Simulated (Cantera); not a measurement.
## Premixed flame

A freely propagating, adiabatic, planar premixed flame of 18.0 % H2, 15.2 % O2, 57.3 % N2, 9.52 % H2O, equivalence ratio 0.59, unburnt at 423 K and 9.60 bar; mixture-averaged transport, grid criteria slope 0.08 and curve 0.16, no radiation.

Cantera simulation using the H2/O2 subset of GRI-Mech 3.0, which has no nitrogen chemistry; the numbers are that mechanism's predictions, not measurements. The hydrogen kinetics of GRI-Mech 3.0 are dated; newer H2 mechanisms differ, most at raised pressure. Burning velocities carry a grid error of a few per cent, more on coarse grids. Lean hydrogen flames are cellular in practice and burn faster than this planar one.

| z (mm) | T (K) | u (m/s) | x H2 | x O2 | x H2O | x O | x HO2 | x OH |
|---|---|---|---|---|---|---|---|---|
| -0.462 | 426 | 0.128 | 0.166 | 0.154 | 0.0972 | <1e-8 | 3.59e-8 | <1e-8 |
| -0.308 | 446 | 0.131 | 0.145 | 0.157 | 0.103 | <1e-8 | 4.77e-7 | <1e-8 |
| -0.231 | 486 | 0.140 | 0.124 | 0.159 | 0.112 | <1e-8 | 1.89e-6 | <1e-8 |
| -0.154 | 616 | 0.173 | 0.0911 | 0.155 | 0.136 | <1e-8 | 1.05e-5 | <1e-8 |
| -0.0769 | 971 | 0.267 | 0.0491 | 0.133 | 0.192 | 1.75e-8 | 8.06e-5 | 3.60e-8 |
| -0.0385 | 1262 | 0.347 | 0.0275 | 0.110 | 0.234 | 7.74e-6 | 0.000298 | 1.72e-5 |
| 0 | 1554 | 0.428 | 0.00925 | 0.0859 | 0.274 | 0.000120 | 0.000255 | 0.000484 |
| 0.0385 | 1678 | 0.462 | 0.00205 | 0.0751 | 0.291 | 0.000117 | 6.85e-5 | 0.00108 |
| 0.0769 | 1707 | 0.470 | 0.000538 | 0.0730 | 0.295 | 5.36e-5 | 1.97e-5 | 0.000914 |
| 0.154 | 1717 | 0.473 | 8.15e-5 | 0.0725 | 0.296 | 1.54e-5 | 3.65e-6 | 0.000540 |
| 0.308 | 1719 | 0.474 | 1.30e-5 | 0.0725 | 0.296 | 5.83e-6 | 1.21e-6 | 0.000343 |
| 0.616 | 1719 | 0.474 | 8.83e-6 | 0.0725 | 0.296 | 4.81e-6 | 1.04e-6 | 0.000312 |
| 1.23 | 1719 | 0.474 | 8.77e-6 | 0.0725 | 0.296 | 4.79e-6 | 1.04e-6 | 0.000311 |
x: mole fraction of selected species; z is measured from the peak of heat release.

| Property | Result |
|---|---|
| laminar burning velocity | 12.8 cm/s |
| thermal thickness | 0.154 mm |
| peak x(O) | 0.000145 |
| peak x(HO2) | 0.000367 |
| peak x(OH) | 0.00109 |
| grid points | 113 |
